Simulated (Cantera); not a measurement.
Premixed flame

A freely propagating, adiabatic, planar premixed flame of 29.2 % H₂, 14.9 % O₂, 56.0 % N₂, unburnt at 475 K and 0.350 bar; mixture-averaged transport, grid criteria slope 0.08 and curve 0.16, no radiation.

Computed with Cantera and the H2/O2 subset of GRI-Mech 3.0, which has no nitrogen chemistry. Burning velocities carry a grid error of a few per cent, more on coarse grids.

```
z (mm)  T (K)  u (m/s)    x H₂    x O₂     x HO₂       x O     x H₂O   x H₂O₂
------  -----  -------  ------  ------  --------  --------  --------  -------
-5.11     475     4.46   0.292   0.149     <1e-8     <1e-8     <1e-8    <1e-8
-3.41     475     4.46   0.292   0.149     <1e-8     <1e-8     <1e-8    <1e-8
-2.56     475     4.46   0.292   0.149     <1e-8     <1e-8     <1e-8    <1e-8
-1.70     475     4.46   0.292   0.149   2.17e-8     <1e-8     <1e-8    <1e-8
-0.852    480     4.49   0.290   0.149   8.27e-5   1.61e-6  0.000133  1.50e-6
-0.426    658     6.04   0.263   0.146  0.000117  0.000147    0.0138  1.65e-5
0        1118     9.90   0.149   0.106   4.03e-5   0.00548     0.103  2.01e-6
0.426    1433     12.5  0.0571  0.0460   1.53e-5    0.0130     0.208  1.87e-6
0.852    1574     13.7  0.0451  0.0341   9.89e-6    0.0137     0.229  1.22e-6
1.70     1724     14.8  0.0447  0.0299   7.22e-6    0.0124     0.239  6.50e-7
3.41     1884     16.0  0.0432  0.0261   5.15e-6    0.0102     0.250  3.33e-7
6.81     2039     17.1  0.0395  0.0222   3.58e-6   0.00772     0.263  1.89e-7
13.6     2181     18.1  0.0339  0.0184   2.51e-6   0.00529     0.278  1.26e-7
```
x: mole fraction of selected species; z is measured from the peak of heat release.

```
Quantity                    Result
------------------------  --------
laminar burning velocity  446 cm/s
thermal thickness          1.70 mm
peak x(HO₂)               0.000184
peak x(O)                   0.0138
peak x(H₂O₂)               1.72e-5
grid points                    130
```
